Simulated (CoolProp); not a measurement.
Vapour-liquid equilibrium of carbon dioxide (1) + hydrogen sulfide (2) at 16.6 bar; x and y are mole fractions of (1).

Model: multi-fluid Helmholtz-energy mixture model, Span 1996 and Lemmon 2006; pair parameters Kunz 2012, in CoolProp.

```json
[
 {"x": "0.05", "bubble temperature (K)": "282.3", "y at the bubble point": "0.206", "dew temperature at overall composition x (K)": "288.5", "liquid density (mol/L)": "23.81"},
 {"x": "0.15", "bubble temperature (K)": "270.9", "y at the bubble point": "0.456", "dew temperature at overall composition x (K)": "284.6", "liquid density (mol/L)": "24.37"},
 {"x": "0.25", "bubble temperature (K)": "___", "y at the bubble point": "0.589", "dew temperature at overall composition x (K)": "280.4", "liquid density (mol/L)": "24.48"},
 {"x": "0.35", "bubble temperature (K)": "259.3", "y at the bubble point": "___", "dew temperature at overall composition x (K)": "___", "liquid density (mol/L)": "24.31"},
 {"x": "0.45", "bubble temperature (K)": "___", "y at the bubble point": "0.724", "dew temperature at overall composition x (K)": "271.2", "liquid density (mol/L)": "23.99"},
 {"x": "0.55", "bubble temperature (K)": "254.0", "y at the bubble point": "0.768", "dew temperature at overall composition x (K)": "266.0", "liquid density (mol/L)": "23.64"},
 {"x": "0.65", "bubble temperature (K)": "252.2", "y at the bubble point": "___", "dew temperature at overall composition x (K)": "260.4", "liquid density (mol/L)": "23.33"},
 {"x": "0.75", "bubble temperature (K)": "250.6", "y at the bubble point": "0.851", "dew temperature at overall composition x (K)": "254.9", "liquid density (mol/L)": "23.17"},
 {"x": "0.85", "bubble temperature (K)": "249.3", "y at the bubble point": "0.900", "dew temperature at overall composition x (K)": "250.6", "liquid density (mol/L)": "23.25"},
 {"x": "0.95", "bubble temperature (K)": "248.2", "y at the bubble point": "0.962", "dew temperature at overall composition x (K)": "248.3", "liquid density (mol/L)": "23.64"}
]
```

### Question
What belongs in the gaps?

### Answer

- 0.25, bubble temperature (K): 263.8
- 0.35, y at the bubble point: 0.668
- 0.35, dew temperature at overall composition x (K): 276.0
- 0.45, bubble temperature (K): 256.3
- 0.65, y at the bubble point: 0.808

No azeotrope shows between x = 0.05 and 0.95.

Pair parameters are fitted to limited data, so mixtures are less certain than the pure fluids.
